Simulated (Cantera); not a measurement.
## Ignition delay

Mixture: H2 : O2 : N2 : NO = 1 : 0.641 : 2.95 : 0.021 (molar parts), at 0.336 atm, adiabatic and at constant pressure. Ignition delay is the time to a rise of 400 K.

Detailed kinetics in Cantera: GRI-Mech 3.0 (53 species, 325 reactions). The mechanism lacks 2 NO + O2 → 2 NO2 and HONO, so NO2 and the effect of NO are under-described below about 1400 K. Where the delays flatten at high temperature, the 400 K rule measures the pace of heat release, not the induction time.

```
T0 (K)  delay (ms)
------  ----------
1275         0.149
1375         0.130
1475         0.128
1575         0.136
1675         0.151
1775         0.172
```
